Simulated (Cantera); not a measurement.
Input: 1 mol AlCl3, 4.4 mol O2, 7.2 mol H2, at 0.00133 bar.

Equilibrium computed with Cantera from the NASA thermochemical tables; the gas is ideal and each condensed phase is pure. Candidate condensed phases: Al, AlCl3, Al2O3, H2O; 29 gas species. The numbers say what is thermodynamically allowed, not how fast it happens.

Task: At 1975 K, list the 4 most abundant gas species with their mole fractions, and the condensed phases.

Result: H2O 0.585, HCl 0.248, O2 0.0692, Cl 0.0577. Condensed: Al2O3(s).
